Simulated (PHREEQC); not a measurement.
Solution (64 °C): 0.24 mol/kgw H2SO4, 0.023 mol/kgw Fe(NO3)3 and 0.052 mol/kgw CuSO4. Closed to the air; pH follows from the charge balance.

Model: ion-association model, wateq4f.dat, run in PHREEQC.

| quantity | before | after |
|---|---|---|
| pH | 0.77 | 1.37 |
| ionic strength (mol/kgw) | 0.425 | 0.0922 |
| HSO4- (mol/kgw) | 0.242 | 0.0430 |
| Cu+2 (mol/kgw) | 0.0431 | 0.00802 |
| SO4-2 (mol/kgw) | 0.0185 | 0.00850 |
| FeHSO4+2 (mol/kgw) | 0.0126 | 0.000950 |
| SI of Goethite (FeOOH) | +0.35 | +1.86 |
| SI of Chalcanthite (CuSO4:5H2O) | -1.93 | -2.52 |

Task: Which change was made?
(A) CuSO4 from 0.052 to 0.026 mol/kgw
(B) CuSO4 from 0.052 to 0.0572 mol/kgw
(C) diluted 10-fold with water
(D) diluted 5-fold with water
(E) temperature from 64 to 50 °C

Result: D, diluted 5-fold with water

This is a speciation only: nothing precipitates in the calculation. Some of these states are supersaturated (in Hematite (slow to form), Goethite (slow to form), for instance). Constants without temperature data keep their 25 °C values here.
